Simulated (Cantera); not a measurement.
Input: 1 mol B2H6, 2.3 mol O2, equilibrated at 188 Torr.

These are equilibrium values from Cantera (NASA tables, ideal gas, pure condensed phases), not measurements of a reactor. Candidate condensed phases: B, B2O3, B3O3H3, H2O; 23 gas species. The feed counts by its element totals alone. Gases not in the tables: H3BO3. The numbers say what is thermodynamically allowed, not how fast it happens.

x: gas mole fraction; n: condensed amount in mol.

| T (K) | x H2O | x H2 | x HBO2 | x (HBO2)3 | x B2O3 | x HBO | x H | n B2O3(l) |
|---|---|---|---|---|---|---|---|---|
| 825 | 0.516 | 0.470 | 4.22e-7 | 0.0145 | <1e-12 | <1e-12 | 1.09e-11 | 0.935 |
| 925 | 0.524 | 0.469 | (withheld) | (withheld) | <1e-12 | (withheld) | (withheld) | 0.965 |
| 1025 | 0.527 | 0.468 | 6.34e-5 | 0.00472 | 4.30e-11 | 4.01e-10 | 5.96e-9 | 0.979 |
| 1125 | 0.529 | 0.467 | 0.000385 | 0.00302 | 2.67e-9 | 8.24e-9 | 6.07e-8 | 0.986 |
| 1225 | 0.529 | 0.467 | (withheld) | (withheld) | (withheld) | (withheld) | (withheld) | 0.988 |
| 1325 | 0.527 | 0.466 | 0.00600 | 0.00145 | 1.47e-6 | 8.45e-7 | 2.23e-6 | 0.984 |
| 1425 | 0.519 | 0.463 | 0.0173 | 0.00106 | 1.72e-5 | 5.17e-6 | 9.28e-6 | 0.969 |
| 1525 | 0.500 | 0.457 | 0.0426 | 0.000768 | 0.000143 | 2.48e-5 | 3.20e-5 | 0.931 |
| 1625 | 0.462 | 0.445 | 0.0911 | 0.000541 | 0.000910 | 9.79e-5 | 9.41e-5 | 0.851 |

Question: Fill in the missing entries.

Answer: 
- 925, x HBO2: 6.89e-6
- 925, x (HBO2)3: 0.00790
- 925, x HBO: 9.88e-12
- 925, x H: 3.56e-10
- 1225, x HBO2: 0.00171
- 1225, x (HBO2)3: 0.00205
- 1225, x B2O3: 8.19e-8
- 1225, x HBO: 1.02e-7
- 1225, x H: 4.26e-7
